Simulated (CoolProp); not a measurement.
Toluene along the isotherm 196.25 °C: Z from the reference equation and from simpler models built on Tc = 318.6 °C, pc = 41.26 bar, ω = 0.266; each cubic takes its own stable root.

Values from CoolProp's reference Helmholtz-energy equation of state, Lemmon 2006. It is a short technical equation, of lower accuracy than the large ones.

```csv
p (bar),phase,reference
1.72,gas,0.9661
3.44,gas,0.9298
5.16,gas,0.8907
8.6,liquid,0.02978
10.3,liquid,0.03564
12,liquid,0.04149
13.8,liquid,0.04767
15.5,liquid,0.05350
17.2,liquid,0.05933
18.9,liquid,0.06514
20.6,liquid,0.07094
```

Q: How far does each simpler model (van der Waals, Peng-Robinson) lie from the reference over these 11 states: mean and median of the absolute difference, and the worst?

A: 
- van der Waals: mean 805.8 %, median 69.7 %, worst +2855.0 % at 196.25 °C and 8.6 bar
- Peng-Robinson: mean 0.3 %, median 0.3 %, worst +0.8 % at 196.25 °C and 5.16 bar

At some of these states van der Waals gives the other phase, because its saturation line lies elsewhere.
